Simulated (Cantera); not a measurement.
A freely propagating, adiabatic, planar premixed flame of CO : H2 : O2 : N2 = 1 : 0.048 : 0.374 : 1.41 (molar parts), unburnt at 450 K and 240000 Pa; mixture-averaged transport, grid criteria slope 0.08 and curve 0.16, no radiation.

Cantera simulation using GRI-Mech 3.0 (53 species, 325 reactions); the numbers are that mechanism's predictions, not measurements. The hydrogen kinetics of GRI-Mech 3.0 are dated; newer H2 mechanisms differ, most at raised pressure. Burning velocities carry a grid error of a few per cent, more on coarse grids.

**Question.** Predict: laminar burning velocity; thermal thickness.

**Answer.** 
| Item | Value |
|---|---|
| laminar burning velocity | 86.1 cm/s |
| thermal thickness | 0.272 mm |
